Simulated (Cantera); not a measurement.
# Equilibrium for nitride etching: AlN + Cl₂ + N₂

A closed system holds: 1 mol AlN, a varied amount of Cl₂, 5 mol N₂, held at 1502 °C and 0.100 bar.

Cantera equilibrium calculation (NASA polynomials, part measured and part estimated; ideal gas, pure solids and liquids). Candidate condensed phases: Al, AlCl₃, AlN; 11 gas species. The tables' values for AlCl₂ are old estimates; treat these amounts as uncertain. Kinetics and transport are ignored.

From 1.6 mol Cl₂ to 16 mol Cl₂ nothing is condensed. The main Al-bearing gas is AlCl₃ throughout.

```tsv
n(Cl₂) (mol)	x N₂	x Cl	x Cl₂	x AlCl₃	x AlCl₂
1.6	0.821	0.0282	0.00101	0.149	0.000311
2	0.744	0.106	0.0144	0.135	7.46e-5
2.5	0.671	0.170	0.0369	0.122	4.21e-5
3.2	0.593	0.231	0.0679	0.108	2.74e-5
4	0.526	0.279	0.0993	0.0956	2.01e-5
5	0.461	0.323	0.132	0.0839	1.53e-5
6.3	0.399	0.362	0.167	0.0725	1.18e-5
7.9	0.342	0.396	0.200	0.0621	9.22e-6
9.9	0.291	0.426	0.231	0.0528	7.29e-6
12	0.251	0.448	0.255	0.0456	5.99e-6
16	0.200	0.476	0.288	0.0363	4.48e-6
```
x: gas mole fraction; nothing condenses.
